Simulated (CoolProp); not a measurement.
Vapour-liquid equilibrium of carbon monoxide (1) + methane (2) at 121.3 K; x and y are mole fractions of (1).

Values from CoolProp's multi-fluid Helmholtz-energy mixture model, Lemmon 2006 and Setzmann 1991; pair parameters Kunz 2012.

```json
[
 {"x": "0.05", "bubble pressure (kPa)": "303.8", "y at the bubble point": "0.325", "dew pressure at overall composition x (kPa)": "220.2", "liquid density (mol/L)": "25.33"},
 {"x": "0.15", "bubble pressure (kPa)": "500.0", "y at the bubble point": "0.611", "dew pressure at overall composition x (kPa)": "244.7", "liquid density (mol/L)": "25.10"},
 {"x": "0.25", "bubble pressure (kPa)": "697.7", "y at the bubble point": "0.738", "dew pressure at overall composition x (kPa)": "275.3", "liquid density (mol/L)": "24.83"},
 {"x": "0.35", "bubble pressure (kPa)": "888.2", "y at the bubble point": "0.808", "dew pressure at overall composition x (kPa)": "314.6", "liquid density (mol/L)": "24.51"},
 {"x": "0.45", "bubble pressure (kPa)": "?", "y at the bubble point": "0.853", "dew pressure at overall composition x (kPa)": "366.8", "liquid density (mol/L)": "24.13"},
 {"x": "0.55", "bubble pressure (kPa)": "1232", "y at the bubble point": "0.884", "dew pressure at overall composition x (kPa)": "439.4", "liquid density (mol/L)": "23.67"},
 {"x": "0.65", "bubble pressure (kPa)": "1388", "y at the bubble point": "0.909", "dew pressure at overall composition x (kPa)": "547.4", "liquid density (mol/L)": "23.12"},
 {"x": "0.75", "bubble pressure (kPa)": "1543", "y at the bubble point": "0.932", "dew pressure at overall composition x (kPa)": "?", "liquid density (mol/L)": "22.46"},
 {"x": "0.85", "bubble pressure (kPa)": "1708", "y at the bubble point": "0.956", "dew pressure at overall composition x (kPa)": "?", "liquid density (mol/L)": "21.66"},
 {"x": "0.95", "bubble pressure (kPa)": "1898", "y at the bubble point": "0.983", "dew pressure at overall composition x (kPa)": "1669", "liquid density (mol/L)": "20.68"}
]
```

### Question
Complete the blanks.

### Answer

- 0.45, bubble pressure (kPa): 1066
- 0.75, dew pressure at overall composition x (kPa): 724.0
- 0.85, dew pressure at overall composition x (kPa): 1054

No azeotrope shows between x = 0.05 and 0.95.

The pair parameters rest on a limited set of measurements; away from them the model extrapolates. The gap from Raoult's law changes sign with composition, which may be real or a fault of the pair parameters; it wasn't checked against measurements.
